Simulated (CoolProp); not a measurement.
C2F6 (R116) at 365.17 K and 0.777 MPa flows at 12 m/s in a round tube of 1 mm bore and 0.25 µm roughness, fully developed (64/Re and Nu = 3.66 if laminar; Colebrook and Gnielinski if turbulent). Each further row changes one setting.

Model: reference Helmholtz-energy equation of state, Lemmon 2006, in CoolProp. It is a short technical equation, of lower accuracy than the large ones.

```tsv
case	Reynolds number	Darcy friction factor	pressure drop (Pa/m)	heat-transfer coefficient (W/(m² K))	mass flow (kg/h)
as stated	25200	0.0251	66400	1330	1.25
velocity 24 m/s	50400	0.0217	230000	2330	2.49
diameter 2 mm	50400	0.0213	28200	1140	4.99
```

Viscosity comes from a separate model (Huber 2003), an estimate that may be off by 10 % or more. Thermal conductivity comes from a separate model (Huber 2003), an estimate that may be off by 10 % or more.
